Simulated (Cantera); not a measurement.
Input (Python, Cantera) and output of one run.

```python
import numpy as np
import cantera as ct

gas_names = [...]  # 109 gases of nasa_gas.yaml made of C, Cl, H, Si
cond_names = """
    C(gr) C6H6(L) C7H8(L) C8H18(L),n-octa Si(cr) Si(L) SiC(b)
""".split()


# ... load() reads the species with a 1 bar reference pressure and builds the phases ...
atoms = {
    'SiH2Cl2': {'Si': 1, 'H': 2, 'CL': 2},
    'C2H2': {'C': 2, 'H': 2},
    'H2': {'H': 2},
}
top_T = {'C(gr)': 4500, 'SiC(b)': 3050}  # K; cautious upper limits of use, not melting points


# ... equilibrate(T, P, feed) seeds the gas with the atoms and calls Mixture.equilibrate('TP', solver="vcs", rtol=1e-11, max_steps=5000) ...
results = []
feed = {'SiH2Cl2': 1, 'C2H2': 0.02, 'H2': 12}  # mol
P = 6500  # Pa
for T in [1800, 1875, 1950, 2025, 2100, 2175, 2250, 2325, 2400, 2475]:
    mix = equilibrate(T, P, feed)
    results.append((T, P, feed, dict(zip(mix.species_names, mix.species_moles))))

top = {s: max(r[3][s] / sum(r[3][g] for g in gas_names) for r in results) for s in gas_names}
cols = sorted((s for s in top if top[s] > 1e-06), key=lambda s: -top[s])[:8]
seen = [c for c in cond_names if any(r[3].get(c, 0) > 1e-12 for r in results)]
print("log10 of partial pressures in bar; condensed amounts in mol")
print(f"{'T/K':>10s}" + "".join(f"{s[:9]:>10s}" for s in cols + seen))
for T, P, feed, n in results:
    ng = sum(n[g] for g in gas_names)
    print(f"{T:10.4g}" + "".join(f"{np.log10(max(n[s] / ng * P / 1e5, 1e-99)):10.3f}" for s in cols)
          + "".join(f"{n.get(c, 0):10.4g}" for c in seen))
```

Output:

```
log10 of partial pressures in bar; condensed amounts in mol
       T/K        H2       HCL         H        Si     SiCL2        CL      SiCL       SiH     Si(L)    SiC(b)
      1800    -1.241    -2.245    -4.066    -5.498    -2.758    -5.186    -5.185    -6.061    0.5756   0.03998
      1875    -1.242    -2.233    -3.804    -5.043    -2.778    -4.916    -4.903    -5.697    0.5903   0.03995
      1950    -1.244    -2.223    -3.563    -4.623    -2.798    -4.667    -4.644    -5.361    0.6006   0.03984
      2025    -1.246    -2.216    -3.339    -4.235    -2.819    -4.438    -4.406    -5.052    0.6038   0.03951
      2100    -1.249    -2.210    -3.131    -3.875    -2.841    -4.225    -4.187    -4.765    0.5937   0.03855
      2175    -1.254    -2.208    -2.938    -3.540    -2.866    -4.029    -3.985    -4.499    0.5592   0.03593
      2250    -1.261    -2.210    -2.760    -3.227    -2.894    -3.849    -3.799    -4.254    0.4799   0.02914
      2325    -1.273    -2.217    -2.595    -2.936    -2.928    -3.683    -3.630    -4.026    0.3189   0.01234
      2400    -1.290    -2.233    -2.444    -2.662    -2.971    -3.533    -3.476    -3.817   0.02463         0
      2475    -1.307    -2.210    -2.301    -2.589    -3.120    -3.355    -3.479    -3.804         0         0
```

Cantera equilibrium calculation (NASA polynomials, part measured and part estimated; ideal gas, pure solids and liquids). Mutual solubility and eutectic melting of coexisting phases are not modelled. The tables' values for SiCl, SiCl3 are old estimates; treat these amounts as uncertain. Gases not in the tables: Si2H6 and higher silanes.
